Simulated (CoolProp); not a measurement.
Ethane at several states: density (kg/m³) from the reference equation and from simpler models built on Tc = 305.3 K, pc = 48.72 bar, ω = 0.099; each cubic takes its own stable root.

Model: reference Helmholtz-energy equation of state, Bücker 2006, in CoolProp.

```
T (K)  p (bar)          phase  reference
-----  -------  -------------  ---------
228.6     56.7         liquid      492.4
566.5     9.51            gas      6.111
591.4      170  supercritical      108.2
153.5     5.14         liquid      581.5
447        157  supercritical      162.2
305.2    0.144            gas     0.1708
```

**Question.** How far does each simpler model (Redlich-Kwong, Soave-Redlich-Kwong, Peng-Robinson) lie from the reference over these 6 states: mean and median of the absolute difference, and the worst?

**Answer.** 
- Redlich-Kwong: mean 2.1 %, median 1.6 %, worst -5.4 % at 228.6 K and 56.7 bar
- Soave-Redlich-Kwong: mean 2.7 %, median 3.3 %, worst -5.1 % at 447 K and 157 bar
- Peng-Robinson: mean 3.0 %, median 0.7 %, worst +8.5 % at 153.5 K and 5.14 bar
